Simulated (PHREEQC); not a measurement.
## Arsenic or selenium liquor

Dissolve 0.024 mol/kgw H3AsO4, 0.0072 mol/kgw HCl and 0.011 mol/kgw NaCl at 25 °C. Closed to the air; pH follows from the charge balance.

All values are PHREEQC results (ion-association model, wateq4f.dat), not measurements.

Each row changes one thing in this solution. This is a speciation only: nothing precipitates in the calculation.

| case | pH | ionic strength (mol/kgw) | H3AsO4 (mol/kgw) | H2AsO4- (mol/kgw) | HAsO4-2 (mol/kgw) | SI of Halite (NaCl) |
|---|---|---|---|---|---|---|
| as made | 1.89 | 0.0257 | 0.0165 | 0.00750 | 6.35e-8 | -5.41 |
| diluted 5-fold with water | 2.41 | 0.00643 | 0.00201 | 0.00279 | 6.36e-8 | -6.75 |
| temperature from 25 to 50 °C | 1.91 | 0.0249 | 0.0173 | 0.00671 | 6.78e-8 | -5.47 |
| NaCl from 0.011 to 0.11 mol/kgw | 1.90 | 0.126 | 0.0157 | 0.00831 | 1.00e-7 | -3.71 |
| H3AsO4 from 0.024 to 0.0264 mol/kgw | 1.87 | 0.0262 | 0.0184 | 0.00805 | 6.60e-8 | -5.42 |

Complexes and solids missing from the database can't appear. At this temperature some constants are extrapolated from 25 °C, and those without enthalpy data are left unchanged.
